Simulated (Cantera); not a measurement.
# Premixed flame

A freely propagating, adiabatic, planar premixed flame of CH4 : H2 : O2 : N2 = 1 : 0.14 : 1.48 : 5.32 (molar parts), equivalence ratio 1.4, unburnt at 523 K and 1130 Torr; mixture-averaged transport, grid criteria slope 0.08 and curve 0.16, no radiation.

Model: GRI-Mech 3.0 (53 species, 325 reactions), integrated in Cantera. Burning velocities carry a grid error of a few per cent, more on coarse grids.

| z (mm) | T (K) | u (m/s) | x CH4 | x H2 | x O2 | x C2H2 | x NO | x CH2O |
|---|---|---|---|---|---|---|---|---|
| -1.10 | 524 | 0.559 | 0.126 | 0.0199 | 0.186 | 4.22e-8 | <1e-8 | 1.96e-7 |
| -0.736 | 529 | 0.567 | 0.125 | 0.0240 | 0.185 | 6.56e-7 | 1.36e-8 | 3.10e-6 |
| -0.552 | 549 | 0.591 | 0.123 | 0.0289 | 0.183 | 4.13e-6 | 7.29e-8 | 1.96e-5 |
| -0.368 | 664 | 0.724 | 0.113 | 0.0379 | 0.174 | 4.10e-5 | 6.80e-7 | 0.000184 |
| -0.184 | 1137 | 1.27 | 0.0768 | 0.0509 | 0.130 | 0.000353 | 6.31e-6 | 0.00101 |
| -0.0920 | 1536 | 1.73 | 0.0429 | 0.0576 | 0.0839 | 0.000864 | 1.33e-5 | 0.00107 |
| 0 | 1890 | 2.16 | 0.0129 | 0.0615 | 0.0362 | 0.00166 | 2.46e-5 | 0.000492 |
| 0.0920 | 2061 | 2.36 | 0.00223 | 0.0614 | 0.0108 | 0.00121 | 4.22e-5 | 0.000142 |
| 0.184 | 2115 | 2.42 | 0.000399 | 0.0614 | 0.00297 | 0.000491 | 6.16e-5 | 3.51e-5 |
| 0.368 | 2139 | 2.44 | 2.51e-5 | 0.0627 | 0.000347 | 7.20e-5 | 8.89e-5 | 2.57e-6 |
| 0.736 | 2152 | 2.45 | 7.18e-7 | 0.0637 | 0.000103 | 3.40e-6 | 0.000112 | 7.20e-8 |
| 1.47 | 2165 | 2.47 | 1.14e-8 | 0.0641 | 5.76e-5 | 5.16e-8 | 0.000124 | <1e-8 |
| 2.94 | 2176 | 2.48 | <1e-8 | 0.0644 | 2.76e-5 | <1e-8 | 0.000128 | <1e-8 |
x: mole fraction of selected species; z is measured from the peak of heat release.

- laminar burning velocity = 55.7 cm/s
- thermal thickness = 0.368 mm
- peak x(C2H2) = 0.00169
- peak x(CH2O) = 0.00115
- grid points = 136
